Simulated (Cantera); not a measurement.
**Thermodynamics of silicon nitride deposition, feed SiCl₄ + N₂ + H₂**

A closed system holds: 1 mol SiCl₄, 0.29 mol N₂, a varied amount of H₂, at 0.00133 bar.

These are equilibrium values from Cantera (NASA tables, ideal gas, pure condensed phases), not measurements of a reactor. Candidate condensed phases: NH₄Cl, Si, Si₃N₄; 28 gas species. N₂ is the only nitrogen source here; it is nearly inert below about 1500 K, so the nitride shown seldom forms there in practice. Mutual solubility and eutectic melting of coexisting phases are not modelled. The tables' values for SiCl₃ are old estimates. The numbers say what is thermodynamically allowed, not how fast it happens.

Stable condensed phases:

```
T in K \ n(H₂) in mol
         0.31 0.52 0.87  1.5  2.4  4.1  6.8   11   19   32   53
   1698     A    A    A    A    A    A    A    A    B    B    B
   1673     A    A    A    A    A    A    A    A    B    B    B
   1648     A    A    A    A    A    A    A    A    B    B    B
   1623     A    A    A    A    A    A    A    A    B    B    B
   1598     A    A    A    A    A    A    A    A    B    B    B
   1573     A    A    A    A    A    A    A    A    B    B    B
   1548     A    A    A    A    A    A    A    A    B    B    B
   1523     A    A    A    A    A    A    A    A    B    B    B
   1498     A    A    A    A    A    A    A    A    B    B    B
   1473     A    A    A    A    A    A    A    A    B    B    B
   1448     A    A    A    A    A    A    A    C    D    B    B
   1423     A    A    A    A    A    A    C    C    C    D    B
   1398     A    A    A    A    A    C    C    C    C    D    D
   1373     A    A    A    A    C    C    C    C    C    D    D
```

A: gas only; B: Si; C: Si₃N₄; D: Si + Si₃N₄.
